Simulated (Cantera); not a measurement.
A closed system holds: 1 mol Al2O3, 2.8 mol O2, held at 2250 K and 0.00950 bar.

Cantera equilibrium calculation (NASA polynomials, part measured and part estimated; ideal gas, pure solids and liquids). Equilibrium is a limit: real reactors are often held back by kinetics, nucleation or transport.

| species | before | after |
|---|---|---|
| O2 | 0.963 | 0.973 |
| O | 0.0371 | 0.0270 |
| Al2O3(s), mol | 1.000 | 1.00 |
Gas species are given as mole fractions.

Question: Which change was made?
A) temperature from 2250 K to 2198.15 K
B) temperature from 2250 K to 1848 K
C) temperature from 2250 K to 2523.15 K
D) temperature from 2250 K to 948 K

Answer: A, temperature from 2250 K to 2198.15 K
